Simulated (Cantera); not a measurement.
A closed system holds: 1 mol S, a varied amount of O2, equilibrated at 2825 K and 0.140 bar.

Cantera equilibrium calculation (NASA polynomials, part measured and part estimated; ideal gas, pure solids and liquids). Candidate condensed phases: S; 10 gas species. Kinetics and transport are ignored.

**Question.** At 0.79 mol O2, list the 5 most abundant gas species with their mole fractions, and the condensed phases.

**Answer.** SO2 0.572, SO 0.332, S 0.0427, O 0.0217, O2 0.0185. Condensed: gas only.
